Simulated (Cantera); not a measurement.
# Low-pressure radical oxidation in H2/O2

An isothermal, constant-pressure homogeneous reactor starts with 8.68 % H₂, 91.3 % O₂, equivalence ratio 0.048, at 1350 K and 14.3 Torr.

Cantera simulation using the H2/O2 subset of GRI-Mech 3.0, which has no nitrogen chemistry; the numbers are that mechanism's predictions, not measurements. Radical loss at walls, strong at low pressure, is not modelled. The temperature is held fixed by assumption; the heat of reaction is taken as removed at once.

| t (s) | x H₂ | x O₂ | x H₂O₂ | x HO₂ | x H₂O |
|---|---|---|---|---|---|
| 5.00e-5 | 0.0868 | 0.913 | 5.16e-11 | 6.44e-8 | 3.81e-8 |
| 0.000128 | 0.0868 | 0.913 | 3.31e-10 | 1.65e-7 | 6.28e-7 |
| 0.000327 | 0.0867 | 0.913 | 2.16e-9 | 4.97e-7 | 6.45e-5 |
| 0.000836 | 0.00734 | 0.854 | 2.50e-7 | 5.25e-6 | 0.0643 |
| 0.00214 | 0.00219 | 0.850 | 1.52e-7 | 4.89e-6 | 0.0735 |
| 0.00547 | 0.00190 | 0.859 | 1.53e-7 | 4.80e-6 | 0.0762 |
| 0.0140 | 0.00132 | 0.876 | 1.48e-7 | 4.44e-6 | 0.0811 |
| 0.0358 | 0.000583 | 0.895 | 1.22e-7 | 3.36e-6 | 0.0863 |
| 0.0914 | 0.000148 | 0.905 | 7.20e-8 | 1.67e-6 | 0.0891 |
| 0.234 | 2.85e-5 | 0.908 | 3.18e-8 | 5.33e-7 | 0.0901 |
| 0.598 | 5.74e-6 | 0.909 | 1.23e-8 | 1.50e-7 | 0.0905 |
| 1.53 | 1.38e-6 | 0.909 | 4.63e-9 | 5.84e-8 | 0.0906 |
| 3.91 | 4.06e-7 | 0.909 | 1.88e-9 | 4.78e-8 | 0.0906 |
| 10.0 | 1.75e-7 | 0.909 | 1.07e-9 | 5.83e-8 | 0.0907 |
x: mole fraction; the columns are a selection and need not sum to one.

Equilibrium at this temperature and pressure: H₂ 1.42e-7, O₂ 0.909, H₂O₂ 9.45e-10, HO₂ 6.27e-8, H₂O 0.0907 (gas phase only).
